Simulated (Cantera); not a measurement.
## AlCl3 + N2 (aluminium nitride and oxide growth)

Input: 1 mol AlCl3, 19 mol N2, held at 0.120 Torr.

Equilibrium computed with Cantera from the NASA thermochemical tables; the gas is ideal and each condensed phase is pure. Candidate condensed phases: Al, AlCl3, AlN; 11 gas species. The tables' values for AlCl2 are old estimates; treat these amounts as uncertain. The numbers say what is thermodynamically allowed, not how fast it happens.

```csv
T (°C),x N2,x Cl,x AlCl3,x AlCl,x AlCl2
400,0.950,2.48e-12,0.0499,<1e-12,2.50e-12
600,0.950,1.51e-8,0.0500,2.24e-12,1.51e-8
800,0.950,3.56e-6,0.0500,1.88e-8,3.53e-6
1000,0.950,0.000158,0.0498,8.49e-6,0.000141
1200,0.947,0.00282,0.0476,0.000543,0.00173
1400,0.926,0.0255,0.0320,0.00876,0.00801
1600,0.875,0.0789,0.00323,0.0361,0.00674
1800,0.864,0.0902,4.20e-5,0.0441,0.00105
```
x: gas mole fraction; nothing condenses.

From 400 °C to 1800 °C nothing is condensed. The main Al-bearing gas is AlCl3 at 400 °C and AlCl at 1800 °C.
